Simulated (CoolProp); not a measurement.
Model: reference Helmholtz-energy equation of state, McLinden 2015, in CoolProp.

**Question.** For the fluoroketone C6F12O (FK-5-1-12), give the phase and the density (kg/m³), cv (kJ/(kg K)), isothermal compressibility (1/MPa), expansivity (1/kK) at 256.3 K and 3.72 MPa; 274.2 K and 3.72 MPa; 286.1 K and 3.72 MPa.

**Answer.** 
- 256.3 K and 3.72 MPa: liquid; density 1730, cv 0.874, isothermal compressibility 0.00165, expansivity 1.53
- 274.2 K and 3.72 MPa: liquid; density 1690, cv 0.877, isothermal compressibility 0.00201, expansivity 1.61
- 286.1 K and 3.72 MPa: liquid; density 1650, cv 0.881, isothermal compressibility 0.00232, expansivity 1.67
